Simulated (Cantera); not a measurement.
A perfectly stirred reactor is fed with CH₃OH : O₂ : N₂ = 0.0069 : 0.0082 : 1 (molar parts), equivalence ratio 1.3, at 690000 Pa; it is held at 1300 K, and followed from long to short residence time.

Computed with Cantera and GRI-Mech 3.0 (53 species, 325 reactions). GRI-Mech 3.0 was tuned for natural gas; its chemistry of methanol as a main component is partial and can be far from experiment.

### Question
Predict: x(CH₃OH) at τ = 17.0 s; x(O₂) at τ = 17.0 s; x(C₂H₂) at τ = 17.0 s; x(H₂O) at τ = 17.0 s; x(CH₃OH) at τ = 0.120 s; x(O₂) at τ = 0.120 s; x(C₂H₂) at τ = 0.120 s; x(H₂O) at τ = 0.120 s; x(C₂H₄) at τ = 0.120 s.

### Answer
```
Property                  Result
-----------------------  -------
x(CH₃OH) at τ = 17.0 s   1.15e-7
x(O₂) at τ = 17.0 s      3.38e-6
x(C₂H₂) at τ = 17.0 s    1.89e-9
x(H₂O) at τ = 17.0 s      0.0112
x(CH₃OH) at τ = 0.120 s  2.57e-6
x(O₂) at τ = 0.120 s     7.43e-5
x(C₂H₂) at τ = 0.120 s   2.69e-8
x(H₂O) at τ = 0.120 s     0.0114
x(C₂H₄) at τ = 0.120 s   7.14e-9
```
